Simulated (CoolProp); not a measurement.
Values from CoolProp's reference Helmholtz-energy equation of state, Wu 2012.

### Question
For fluoroethane (R161), give the phase and the cp (kJ/(kg K)), speed of sound (m/s) at 175.3 K and 0.122 MPa; 214.6 K and 0.122 MPa; 410.8 K and 0.122 MPa.

### Answer
- 175.3 K and 0.122 MPa: liquid; cp 1.97, speed of sound 1470
- 214.6 K and 0.122 MPa: liquid; cp 1.92, speed of sound 1230
- 410.8 K and 0.122 MPa: gas; cp 1.58, speed of sound 281
